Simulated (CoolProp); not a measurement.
Vapour pressure (MPa) of fluorine: the reference equation beside estimates from Tc = 144.4 K, pc = 5.240 MPa, ω = 0.045.

Values from CoolProp's reference Helmholtz-energy equation of state, de Reuck 1990.

```json
[
 {"T (K)": "110", "reference": "0.8891", "van der Waals": "1.594", "Peng-Robinson": "0.8987"},
 {"T (K)": "114", "reference": "1.149", "van der Waals": "1.888", "Peng-Robinson": "1.160"},
 {"T (K)": "118", "reference": "1.459", "van der Waals": "2.213", "Peng-Robinson": "1.472"},
 {"T (K)": "122", "reference": "1.824", "van der Waals": "2.572", "Peng-Robinson": "1.841"},
 {"T (K)": "126.1", "reference": "2.263", "van der Waals": "2.975", "Peng-Robinson": "2.285"},
 {"T (K)": "130.1", "reference": "2.761", "van der Waals": "3.404", "Peng-Robinson": "2.786"},
 {"T (K)": "134.1", "reference": "3.334", "van der Waals": "3.869", "Peng-Robinson": "3.363"},
 {"T (K)": "138.1", "reference": "3.991", "van der Waals": "4.371", "Peng-Robinson": "4.020"}
]
```

Absolute difference from the reference over all 8 rows, mean and median: van der Waals 39.6 and 36.2 %, Peng-Robinson 0.9 and 0.9 %.
